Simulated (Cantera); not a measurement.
Ignition delay

Mixture: 10.1 % CH4, 7.87 % H2, 17.3 % O2, 64.8 % N2, equivalence ratio 1.4, at 1.80 bar, adiabatic and at constant volume. Ignition delay is the time to a rise of 400 K.

Model: GRI-Mech 3.0 (53 species, 325 reactions), integrated in Cantera. Below about 1000 K GRI-Mech 3.0 lacks low-temperature oxidation paths. Below about 950 K walls govern HO2 and H2O2 in real vessels.

```csv
T0 (K),delay (ms)
923,110
973,17.9
1023,5.55
1073,2.83
1123,1.71
1173,1.09
```

```
Item                                                    Value
--------------------------------------------------  ---------
apparent activation energy between 1073 and 1173 K  99 kJ/mol
```
